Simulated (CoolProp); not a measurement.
Saturated liquid density (kg/m³) of carbon monoxide: the reference equation beside estimates from Tc = 132.9 K, pc = 3.498 MPa, ω = 0.050. Rackett uses Z = 0.29056 − 0.08775 ω.

Computed with CoolProp (reference Helmholtz-energy equation of state, Lemmon 2006). It is a short technical equation, of lower accuracy than the large ones.

```json
[
 {"T (K)": "95.8", "reference": "727.1", "Rackett": "738.8", "van der Waals": "496.8", "Soave-Redlich-Kwong": "716.4", "Peng-Robinson": "811.4"},
 {"T (K)": "99.1", "reference": "710.2", "Rackett": "722.1", "van der Waals": "485.1", "Soave-Redlich-Kwong": "696.2", "Peng-Robinson": "?"},
 {"T (K)": "102.3", "reference": "?", "Rackett": "705.2", "van der Waals": "473.1", "Soave-Redlich-Kwong": "675.4", "Peng-Robinson": "765.5"},
 {"T (K)": "105.6", "reference": "674.2", "Rackett": "?", "van der Waals": "460.0", "Soave-Redlich-Kwong": "652.5", "Peng-Robinson": "?"},
 {"T (K)": "108.8", "reference": "655.0", "Rackett": "667.9", "van der Waals": "446.4", "Soave-Redlich-Kwong": "628.6", "Peng-Robinson": "712.6"},
 {"T (K)": "112.1", "reference": "?", "Rackett": "647.1", "van der Waals": "431.4", "Soave-Redlich-Kwong": "?", "Peng-Robinson": "682.2"},
 {"T (K)": "115.4", "reference": "610.7", "Rackett": "624.5", "van der Waals": "415.1", "Soave-Redlich-Kwong": "573.1", "Peng-Robinson": "648.8"},
 {"T (K)": "118.6", "reference": "586.2", "Rackett": "?", "van der Waals": "397.7", "Soave-Redlich-Kwong": "542.2", "Peng-Robinson": "?"},
 {"T (K)": "121.9", "reference": "557.7", "Rackett": "572.3", "van der Waals": "377.5", "Soave-Redlich-Kwong": "506.3", "Peng-Robinson": "571.0"},
 {"T (K)": "125.1", "reference": "525.4", "Rackett": "540.3", "van der Waals": "354.8", "Soave-Redlich-Kwong": "466.0", "Peng-Robinson": "523.7"},
 {"T (K)": "128.4", "reference": "483.3", "Rackett": "498.1", "van der Waals": "325.7", "Soave-Redlich-Kwong": "415.1", "Peng-Robinson": "463.5"}
]
```

Task: Complete the blanks.

Result: 
- 99.1, Peng-Robinson: 788.9
- 102.3, reference: 692.9
- 105.6, Rackett: 686.8
- 105.6, Peng-Robinson: 739.7
- 112.1, reference: 633.7
- 112.1, Soave-Redlich-Kwong: 602.1
- 118.6, Rackett: 600.4
- 118.6, Peng-Robinson: 612.8

Absolute difference from the reference over all 11 rows, mean and median: Rackett 2.2 and 2.1 %, van der Waals 32.0 and 31.9 %, Soave-Redlich-Kwong 6.0 and 5.0 %, Peng-Robinson 7.0 and 7.7 %.
